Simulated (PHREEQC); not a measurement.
1 kg of water holding 0.028 mol/kgw Na2CO3 and 0.036 mol/kgw NaCl is evaporated at 25 °C; the solids stay in contact with the brine. No CO2 enters from the air. Only these solids could form: Halite, Nahcolite, Natron, Trona.

The series has 27 steps of water left (kg), from 1 to 0.002292.

Computed with PHREEQC (Pitzer model, pitzer.dat).

Problem. Which solids form, in which order, and at which step of the series does each first stand?

Solution. Halite from water left = 0.008526 kg (pH 11.87); Natron from water left = 0.008526 kg (pH 11.87).
